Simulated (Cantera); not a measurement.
Input: 1 mol HgO, 0.035 mol H2, at 2700 Pa.

Cantera equilibrium calculation (NASA polynomials, part measured and part estimated; ideal gas, pure solids and liquids). Candidate condensed phases: H2O, Hg, HgO; 10 gas species. Equilibrium is a limit: real reactors are often held back by kinetics, nucleation or transport.

log p: log10 of the partial pressure in bar; n: condensed amount in mol.

```json
[
 {"T (°C)": "252", "log p Hg": "-1.87", "log p H2O": "-1.87", "log p O2": "-5.04", "log p OH": "<-13", "log p O": "<-13", "log p HO2": "<-13", "n HgO(s)": "0.965"},
 {"T (°C)": "352", "log p Hg": "-1.75", "log p H2O": "-3.21", "log p O2": "-2.07", "log p OH": "(withheld)", "log p O": "<-13", "log p HO2": "<-13", "n HgO(s)": "0"},
 {"T (°C)": "452", "log p Hg": "-1.75", "log p H2O": "-3.21", "log p O2": "-2.07", "log p OH": "-11.60", "log p O": "<-13", "log p HO2": "<-13", "n HgO(s)": "0"},
 {"T (°C)": "552", "log p Hg": "-1.75", "log p H2O": "-3.21", "log p O2": "-2.07", "log p OH": "(withheld)", "log p O": "<-13", "log p HO2": "(withheld)", "n HgO(s)": "0"},
 {"T (°C)": "652", "log p Hg": "-1.75", "log p H2O": "-3.21", "log p O2": "-2.07", "log p OH": "-9.08", "log p O": "-11.91", "log p HO2": "-11.74", "n HgO(s)": "0"},
 {"T (°C)": "752", "log p Hg": "-1.75", "log p H2O": "-3.21", "log p O2": "-2.07", "log p OH": "-8.18", "log p O": "-10.51", "log p HO2": "-11.00", "n HgO(s)": "0"},
 {"T (°C)": "852", "log p Hg": "-1.75", "log p H2O": "-3.21", "log p O2": "-2.07", "log p OH": "-7.45", "log p O": "-9.37", "log p HO2": "-10.40", "n HgO(s)": "0"}
]
```

**Question.** Complete the blanks.

**Answer.** 
- 352, log p OH: -13.47
- 552, log p OH: -10.19
- 552, log p HO2: -12.65
